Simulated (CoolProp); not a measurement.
Vapour-liquid equilibrium of R124 (1) + R142b (2) at 334.2 K; x and y are mole fractions of (1).

Values from CoolProp's multi-fluid Helmholtz-energy mixture model, de Vries 1995 and Lemmon 2006; pair parameters Bell 2016.

| x | bubble pressure, mixture model (kPa) | bubble pressure, Raoult's law (kPa) | y, mixture model | y, Raoult's law |
|---|---|---|---|---|
| 0.05 | 903.0 | 904.6 | 0.054 | 0.057 |
| 0.2 | 916.6 | 923.2 | 0.212 | 0.222 |
| 0.35 | 930.5 | 941.8 | 0.368 | 0.380 |
| 0.5 | 946.0 | 960.5 | 0.522 | 0.532 |
| 0.65 | 964.2 | 979.1 | 0.673 | 0.679 |
| 0.8 | 986.2 | 997.8 | 0.819 | 0.820 |
| 0.95 | 1013 | 1016 | 0.957 | 0.956 |

The largest gap from Raoult's law is -1.5 % in bubble pressure, at x = 0.65. No azeotrope shows between x = 0.05 and 0.95.

Pair parameters are fitted to limited data, so mixtures are less certain than the pure fluids.
